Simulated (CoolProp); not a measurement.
R507A at 264.01 K and 0.313 MPa is throttled through a valve to 0.11 MPa with no heat exchange. Each further row changes one setting.

Model: reference Helmholtz-energy equation of state, Lemmon 2003, in CoolProp. It is a pseudo-pure fit of the blend.

```tsv
case	temperature change (K)	final density (kg/m³)
as stated	-5.6	5.22
outlet pressure 0.033 MPa	-7.8	1.55
outlet pressure 0.143 MPa	-4.7	6.83
```
